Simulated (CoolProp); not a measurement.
Properties of diethyl ether at several states.

Values from CoolProp's reference Helmholtz-energy equation of state, Thol 2014.

| T (K) | p (MPa) | phase | density (kg/m³) | cp (kJ/(kg K)) | isothermal compressibility (1/MPa) |
|---|---|---|---|---|---|
| 287.3 | 0.0602 | liquid | 720.2 | 2.298 | … |
| 544 | 0.957 | gas | 16.55 | … | … |
| 395.6 | 0.0142 | gas | 0.3207 | … | 70.59 |

**Question.** Complete the blanks.

**Answer.** 
- 287.3, isothermal compressibility (1/MPa): 0.001823
- 544, cp (kJ/(kg K)): 2.415
- 544, isothermal compressibility (1/MPa): 1.105
- 395.6, cp (kJ/(kg K)): 1.942
